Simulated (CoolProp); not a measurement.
R236FA along the isobar 2680 kPa: density (kg/m³) from the reference equation and from simpler models built on Tc = 398.1 K, pc = 3191 kPa, ω = 0.377; each cubic takes its own stable root.

Values from CoolProp's reference Helmholtz-energy equation of state, Pan 2012.

| T (K) | phase | reference | Soave-Redlich-Kwong | Peng-Robinson |
|---|---|---|---|---|
| 320.1 | liquid | 1296 | 1164 | ? |
| 327.4 | liquid | 1268 | 1134 | 1284 |
| 334.6 | liquid | 1240 | 1102 | 1248 |
| 341.9 | liquid | 1209 | 1068 | 1209 |
| 349.2 | liquid | 1177 | 1030 | 1166 |
| 356.4 | liquid | 1142 | 989.3 | 1119 |
| 363.7 | liquid | 1102 | 942.6 | ? |
| 370.9 | liquid | 1057 | 889.4 | 1003 |
| 378.2 | liquid | 1002 | 824.0 | 927.5 |
| 385.5 | liquid | 926.5 | 734.6 | 824.0 |
| 392.7 | gas | 231.7 | ? | 232.9 |
| 400 | gas | 201.8 | 196.8 | 205.7 |

What belongs in the gaps?


- 320.1, Peng-Robinson: 1317
- 363.7, Peng-Robinson: 1065
- 392.7, Soave-Redlich-Kwong: 221.5
